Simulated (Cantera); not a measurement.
## Low-pressure radical oxidation in H2/O2

An isothermal, constant-pressure homogeneous reactor starts with 1.09 % H2, 98.9 % O2, equivalence ratio 0.0055, at 1375 K and 2670 Pa.

Detailed kinetics in Cantera: the H2/O2 subset of GRI-Mech 3.0, which has no nitrogen chemistry. Radical loss at walls, strong at low pressure, is not modelled.

```json
[
 {"t (s)": "0.000600", "x H2": "0.0109", "x O2": "0.989", "x O": "2.35e-6", "x H2O": "2.38e-6", "x H": "2.38e-7", "x HO2": "2.15e-7", "x OH": "1.94e-6"},
 {"t (s)": "0.00171", "x H2": "0.00789", "x O2": "0.986", "x O": "0.00198", "x H2O": "0.00219", "x H": "0.000202", "x HO2": "1.34e-6", "x OH": "0.00139"},
 {"t (s)": "0.00487", "x H2": "4.64e-5", "x O2": "0.979", "x O": "0.00922", "x H2O": "0.01000", "x H": "0.000337", "x HO2": "9.63e-7", "x OH": "0.00134"},
 {"t (s)": "0.0139", "x H2": "4.18e-5", "x O2": "0.980", "x O": "0.00837", "x H2O": "0.0101", "x H": "0.000291", "x HO2": "9.18e-7", "x OH": "0.00128"},
 {"t (s)": "0.0395", "x H2": "3.28e-5", "x O2": "0.982", "x O": "0.00648", "x H2O": "0.0102", "x H": "0.000199", "x HO2": "8.09e-7", "x OH": "0.00113"},
 {"t (s)": "0.112", "x H2": "1.84e-5", "x O2": "0.985", "x O": "0.00357", "x H2O": "0.0104", "x H": "8.23e-5", "x HO2": "5.91e-7", "x OH": "0.000852"},
 {"t (s)": "0.320", "x H2": "6.21e-6", "x O2": "0.988", "x O": "0.00118", "x H2O": "0.0107", "x H": "1.58e-5", "x HO2": "3.07e-7", "x OH": "0.000496"},
 {"t (s)": "0.912", "x H2": "1.34e-6", "x O2": "0.989", "x O": "0.000253", "x H2O": "0.0108", "x H": "1.58e-6", "x HO2": "1.08e-7", "x OH": "0.000231"},
 {"t (s)": "2.60", "x H2": "2.51e-7", "x O2": "0.989", "x O": "4.71e-5", "x H2O": "0.0109", "x H": "1.27e-7", "x HO2": "3.54e-8", "x OH": "0.000100"},
 {"t (s)": "7.40", "x H2": "5.44e-8", "x O2": "0.989", "x O": "1.02e-5", "x H2O": "0.0109", "x H": "1.29e-8", "x HO2": "2.50e-8", "x OH": "4.67e-5"},
 {"t (s)": "21.1", "x H2": "2.26e-8", "x O2": "0.989", "x O": "4.25e-6", "x H2O": "0.0109", "x H": "3.46e-9", "x HO2": "3.05e-8", "x OH": "3.01e-5"},
 {"t (s)": "60.0", "x H2": "2.07e-8", "x O2": "0.989", "x O": "3.90e-6", "x H2O": "0.0109", "x H": "3.04e-9", "x HO2": "3.13e-8", "x OH": "2.89e-5"}
]
```
x: mole fraction; the columns are a selection and need not sum to one.

Equilibrium at this temperature and pressure: H2 2.07e-8, O2 0.989, O 3.90e-6, H2O 0.0109, H 3.04e-9, HO2 3.13e-8, OH 2.89e-5 (gas phase only).
